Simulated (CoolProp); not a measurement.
A simple Rankine cycle with n-perfluorohexane: condensing at 322.15 K, boiler at 0.376 MPa, turbine inlet 449 K, turbine efficiency 0.9, pump efficiency 0.6, no recuperator. Each further row changes one setting.

Values from CoolProp's reference Helmholtz-energy equation of state, Gao 2022.

```json
[
 {"case": "as stated", "thermal efficiency (%)": "7.2", "net work (kJ/kg)": "14.6", "heat in (kJ/kg)": "203", "turbine exit temperature (K)": "431.6", "volume ratio over the turbine": "…"},
 {"case": "condensing temperature 314.15 K", "thermal efficiency (%)": "…", "net work (kJ/kg)": "17.3", "heat in (kJ/kg)": "212", "turbine exit temperature (K)": "428.6", "volume ratio over the turbine": "6.79"},
 {"case": "boiler pressure 0.263 MPa", "thermal efficiency (%)": "5.6", "net work (kJ/kg)": "…", "heat in (kJ/kg)": "204", "turbine exit temperature (K)": "435.8", "volume ratio over the turbine": "…"},
 {"case": "turbine efficiency 0.8", "thermal efficiency (%)": "6.4", "net work (kJ/kg)": "…", "heat in (kJ/kg)": "203", "turbine exit temperature (K)": "433.2", "volume ratio over the turbine": "5.08"}
]
```

### Question
Some entries are withheld; supply them.

### Answer

- as stated, volume ratio over the turbine: 5.06
- condensing temperature 314.15 K, thermal efficiency (%): 8.2
- boiler pressure 0.263 MPa, net work (kJ/kg): 11.5
- boiler pressure 0.263 MPa, volume ratio over the turbine: 3.48
- turbine efficiency 0.8, net work (kJ/kg): 12.9
